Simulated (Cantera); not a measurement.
## Silicon nitride deposition: trisilylamine + NH3

Feed: 1 mol trisilylamine, a varied amount of NH3, at 748.15 K and 6.70 mbar.

Method: chemical equilibrium by Gibbs-energy minimisation in Cantera with the NASA 1993 tables (ideal gas, pure condensed phases). Candidate condensed phases: Si, Si3N4; 18 gas species. The feed counts by its element totals alone. The numbers say what is thermodynamically allowed, not how fast it happens.

From 0.57 mol NH3 to 2.9 mol NH3 the condensed part is Si(s) + Si3N4(s). From 3.9 mol NH3 to 7.5 mol NH3 the condensed part is Si3N4(s).

```csv
n(NH3) (mol),x H2,x N2,x NH3,x SiH4,n Si(s),n Si3N4(s)
0.57,1.00,<1e-12,<1e-12,1.06e-9,1.82,0.393
0.79,1.00,<1e-12,<1e-12,1.06e-9,1.66,0.448
1.1,1.00,<1e-12,<1e-12,1.06e-9,1.43,0.525
1.5,1.00,<1e-12,<1e-12,1.06e-9,1.12,0.625
2.1,1.00,<1e-12,<1e-12,1.06e-9,0.675,0.775
2.9,1.00,<1e-12,<1e-12,1.06e-9,0.0750,0.975
3.9,0.958,0.0417,6.69e-6,<1e-12,0,1.00
5.4,0.913,0.0870,8.99e-6,<1e-12,0,1.00
7.5,0.875,0.125,1.01e-5,<1e-12,0,1.00
```
x: gas mole fraction; n: condensed amount in mol.
